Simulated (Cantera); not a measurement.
What does this Cantera script print?

```python
import numpy as np
import cantera as ct

gas_names = """
    Br Br2 H HBr HNO HNO2 HNO3 HO2 H2 H2O H2O2 Mg MgBr MgBr2 MgH MgN MgO MgOH MgO2H2 Mg2 N NH NH2 NH3
    NH2OH NO NO2 NO3 N2 N2H2 N2H4 N2O O OH O2 O3
""".split()
cond_names = """
    Br2(cr) Br2(L) H2O(s) H2O(L) Mg(cr) Mg(L) MgBr2(s) MgBr2(L) MgO(s) MgO(L) MgO2H2(s)
""".split()


def load(file, names, dense=False):
    # The tables refer to 1 bar. Condensed volumes are neglected.
    table = {s.name: s for s in ct.Species.list_from_file(file)}
    out = []
    for n in names:
        d = dict(table[n].input_data)
        d["thermo"] = dict(d["thermo"], **{"reference-pressure": 1e5})
        if dense:
            d["equation-of-state"] = {"model": "constant-volume", "density": "1e6 g/cm^3"}
        out.append(ct.Species.from_dict(d))
    return out


gas = ct.Solution(thermo="ideal-gas", species=load("nasa_gas.yaml", gas_names))
cond = {s.name: ct.Solution(thermo="fixed-stoichiometry", species=[s], name=s.name)
        for s in load("nasa_condensed.yaml", cond_names, dense=True)}
atoms = {
    'MgO': {'Mg': 1, 'O': 1},
    'HBr': {'H': 1, 'Br': 1},
    'N2': {'N': 2},
}
top_T = {}  # K; cautious upper limits of use, not melting points


def equilibrate(T, P, feed):
    n = {}
    for name, mol in feed.items():
        for a, k in atoms[name].items():
            n[a] = n.get(a, 0.0) + k * mol
    gas.TPX = T, P, n
    mass = sum(n.values()) * gas.mean_molecular_weight
    gas.equilibrate("TP")
    valid = [c for c in cond.values() if c.min_temp <= T <= top_T.get(c.name, c.max_temp)]
    mix = ct.Mixture([(gas, mass / gas.mean_molecular_weight)] + [(c, 0.0) for c in valid])
    mix.T, mix.P = T, P
    mix.equilibrate("TP", solver="vcs", rtol=1e-11, max_steps=5000)
    return mix


results = []
feed = {'MgO': 1, 'HBr': 3.8, 'N2': 2.6}  # mol
T = 1275  # K
P = 6.9  # Pa
mix = equilibrate(T, P, feed)
results.append((T, P, feed, dict(zip(mix.species_names, mix.species_moles))))
x = sorted(zip(gas.X, gas.species_names), reverse=True)
print(f"T = {T:g} K  P = {P:g} Pa  gas = {mix.phase_moles(0):.4g} mol")
print("   x: " + "  ".join(f"{s} {v:.3e}" for v, s in x if v > 1e-06))
print("   condensed (mol): " + ("  ".join(f"{mix.phase(i).name} {mix.phase_moles(i):.4g}"
      for i in range(1, mix.n_phases) if mix.phase_moles(i) > 1e-12) or "none"))
```

It prints:

```
T = 1275 K  P = 6.9 Pa  gas = 6.602 mol
   x: HBr 4.416e-01  N2 3.938e-01  Br 6.118e-02  H2O 3.637e-02  MgBr2 3.637e-02  H2 3.063e-02  Br2 4.774e-05  H 1.553e-05  MgBr 3.131e-06
   condensed (mol): MgO(s) 0.7599
```

These are equilibrium values from Cantera (NASA tables, ideal gas, pure condensed phases), not measurements of a reactor.
